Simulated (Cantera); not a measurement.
Cantera run:

```python
import numpy as np
import cantera as ct

gas_names = [...]  # 135 gases of nasa_gas.yaml made of C, Cl, F, H
cond_names = """
    C(gr) C6H6(L) C7H8(L) C8H18(L),n-octa
""".split()


# ... load() reads the species with a 1 bar reference pressure and builds the phases ...
atoms = {
    'c-C4F8': {'C': 4, 'F': 8},
    'H2': {'H': 2},
    'HCl': {'H': 1, 'CL': 1},
}
top_T = {'C(gr)': 4500}  # K; cautious upper limits of use, not melting points


# ... equilibrate(T, P, feed) seeds the gas with the atoms and calls Mixture.equilibrate('TP', solver="vcs", rtol=1e-11, max_steps=5000) ...
results = []
feed = {'c-C4F8': 1, 'H2': 2.6, 'HCl': 0.031}  # mol
P = 1333.22  # Pa
for T in [3000, 3250, 3500, 3750, 4000, 4250, 4500, 4750, 5000]:
    mix = equilibrate(T, P, feed)
    results.append((T, P, feed, dict(zip(mix.species_names, mix.species_moles))))
    x = sorted(zip(gas.X, gas.species_names), reverse=True)
    print(f"T = {T:g} K  P = {P:g} Pa  gas = {mix.phase_moles(0):.4g} mol")
    print("   x: " + "  ".join(f"{s} {v:.3e}" for v, s in x if v > 1e-05))
    print("   condensed (mol): " + ("  ".join(f"{mix.phase(i).name} {mix.phase_moles(i):.4g}"
          for i in range(1, mix.n_phases) if mix.phase_moles(i) > 1e-12) or "none"))
```

Result:

```
T = 3000 K  P = 1333.22 Pa  gas = 8.419 mol
   x: HF 5.976e-01  F 3.028e-01  CF 3.503e-02  C3 2.340e-02  H 2.284e-02  CF2 7.392e-03  C 3.802e-03  CL 3.617e-03  C2 2.377e-03  C5 4.283e-04  H2 2.790e-04  C2H 2.442e-04  C4 7.908e-05  HCL 6.487e-05  C2HF 2.524e-05  C2H2,acetylene 1.736e-05
   condensed (mol): C(gr) 2.954
T = 3250 K  P = 1333.22 Pa  gas = 10.38 mol
   x: HF 4.073e-01  F 3.185e-01  H 9.298e-02  C3 9.244e-02  CF 4.139e-02  C 2.380e-02  C2 1.413e-02  CL 2.934e-03  CF2 1.825e-03  C5 1.658e-03  C2H 1.313e-03  H2 1.118e-03  C4 4.231e-04  C2H2,acetylene 6.615e-05  HCL 5.257e-05  C2HF 2.829e-05  CH 2.824e-05
   condensed (mol): none
T = 3500 K  P = 1333.22 Pa  gas = 12.33 mol
   x: F 3.938e-01  HF 2.216e-01  H 1.984e-01  C 6.660e-02  C3 5.857e-02  CF 3.274e-02  C2 2.195e-02  CL 2.486e-03  H2 1.505e-03  C2H 1.199e-03  CF2 4.467e-04  C5 3.504e-04  C4 2.037e-04  CH 6.626e-05  C2H2,acetylene 2.887e-05  HCL 2.843e-05
   condensed (mol): none
T = 3750 K  P = 1333.22 Pa  gas = 14.66 mol
   x: F 4.395e-01  H 2.690e-01  C 1.361e-01  HF 8.517e-02  C3 2.309e-02  C2 2.252e-02  CF 2.073e-02  CL 2.102e-03  H2 9.601e-04  C2H 5.458e-04  CF2 9.502e-05  CH 8.166e-05  C4 5.333e-05  C5 3.752e-05  HCL 1.143e-05
   condensed (mol): none
T = 4000 K  P = 1333.22 Pa  gas = 16.25 mol
   x: F 4.536e-01  H 2.921e-01  C 1.949e-01  HF 2.870e-02  C2 1.353e-02  CF 9.966e-03  C3 4.601e-03  CL 1.903e-03  H2 4.477e-04  C2H 1.340e-04  CH 6.253e-05  Electron 1.823e-05  CF+ 1.651e-05  CF2 1.649e-05
   condensed (mol): none
T = 4250 K  P = 1333.22 Pa  gas = 16.89 mol
   x: F 4.590e-01  H 2.989e-01  C 2.191e-01  HF 1.028e-02  C2 5.778e-03  CF 4.199e-03  CL 1.833e-03  C3 6.069e-04  H2 2.065e-04  CH 3.846e-05  Electron 3.267e-05  C2H 2.472e-05  CF+ 2.170e-05  C+ 1.139e-05
   condensed (mol): none
T = 4500 K  P = 1333.22 Pa  gas = 17.12 mol
   x: F 4.615e-01  H 3.013e-01  C 2.268e-01  HF 4.047e-03  C2 2.361e-03  CL 1.810e-03  CF 1.805e-03  H2 1.012e-04  C3 8.146e-05  Electron 6.202e-05  C+ 3.942e-05  CH 2.302e-05  CF+ 2.287e-05
   condensed (mol): none
T = 4750 K  P = 1333.22 Pa  gas = 17.2 mol
   x: F 4.625e-01  H 3.023e-01  C 2.295e-01  CL 1.802e-03  HF 1.743e-03  C2 1.019e-03  CF 8.281e-04  Electron 1.249e-04  C+ 1.041e-04  H2 5.302e-05  CF+ 2.078e-05  CH 1.420e-05  C3 1.275e-05
   condensed (mol): none
T = 5000 K  P = 1333.22 Pa  gas = 17.24 mol
   x: F 4.629e-01  H 3.026e-01  C 2.305e-01  CL 1.798e-03  HF 8.139e-04  C2 4.720e-04  CF 4.071e-04  Electron 2.513e-04  C+ 2.329e-04  H2 2.951e-05  CF+ 1.775e-05
   condensed (mol): none
```

Equilibrium computed with Cantera from the NASA thermochemical tables; the gas is ideal and each condensed phase is pure. The feed counts by its element totals alone.
